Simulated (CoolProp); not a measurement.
Vapour-liquid equilibrium of R125 (1) + cyclopropane (2) at 27.95 °C; x and y are mole fractions of (1).

Model: multi-fluid Helmholtz-energy mixture model, Lemmon 2005 and Polt 1992; pair parameters Bell 2016, in CoolProp. This equation is an older, rougher fit; its heat capacities, sound speeds and derivatives of the liquid may be far off and weren't checked against measurements.

| x | bubble pressure (MPa) | y at the bubble point | dew pressure at overall composition x (MPa) | liquid density (mol/L) |
|---|---|---|---|---|
| 0.05 | 0.9337 | 0.177 | 0.8220 | 14.24 |
| 0.2 | 1.223 | 0.418 | 0.9570 | 13.21 |
| 0.35 | 1.374 | 0.528 | 1.131 | 12.28 |
| 0.5 | 1.465 | 0.609 | 1.337 | 11.48 |
| 0.65 | 1.522 | 0.693 | 1.498 | 10.81 |
| 0.8 | 1.543 | 0.799 | 1.543 | 10.28 |
| 0.95 | 1.512 | 0.941 | 1.509 | 9.871 |

y crosses x between x = 0.65 and 0.8: the model has an azeotrope there.

Pair parameters are fitted to limited data, so mixtures are less certain than the pure fluids.
